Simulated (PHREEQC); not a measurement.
## Buffer

Make-up at 20 °C: 0.22 mol NaHSO4, 0.24 mol Na2CO3, 0.021 mol KCl and 0.012 mol NaCl per kg of water. Closed to the air; pH follows from the charge balance.

Equilibrium calculation in PHREEQC: ion-association model, phreeqc.dat.

This is a speciation only: nothing precipitates in the calculation.

Predict the pH, ionic strength, activity of water.

pH 8.47; ionic strength 0.762 mol/kgw; activity of water 0.981.

In which forms is Na present?

Na+ 84 %, NaSO4- 11 %, NaHCO3 3.8 %, NaCO3- 1.8 % of the Na.

The ionic strength is past about 0.7 mol/kgw, beyond the range of this activity model, so the values are rough. Species that the database lacks are ignored.
